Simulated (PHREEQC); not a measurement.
Dissolve 0.034 mol/kgw NaF at 55 °C. Closed to the air; pH follows from the charge balance.

The numbers come from PHREEQC with the ion-association model, wateq4f.dat.

Each row changes one thing in this solution. This is a speciation only: nothing precipitates in the calculation.

```tsv
case	pH	ionic strength (mol/kgw)
as made	7.50	0.0336
diluted 100-fold with water	6.71	0.000340
NaF replaced by Na2CO3 at the same molality	10.51	0.0614
NaF replaced by NaAlO2 at the same molality	8.49	0.0340
NaF from 0.034 to 0.0034 mol/kgw	7.05	0.00339
temperature from 55 to 45 °C	7.59	0.0336
NaF from 0.034 to 0.17 mol/kgw	7.86	0.162
0.023 mol/kgw HNO3 added	3.07	0.0348
NaF from 0.034 to 0.0306 mol/kgw	7.48	0.0302
```

Complexes and solids missing from the database can't appear. Some of these states are supersaturated (in Al(OH)3(a), Boehmite (slow to form), for instance). At this temperature some constants are extrapolated from 25 °C, and those without enthalpy data are left unchanged.
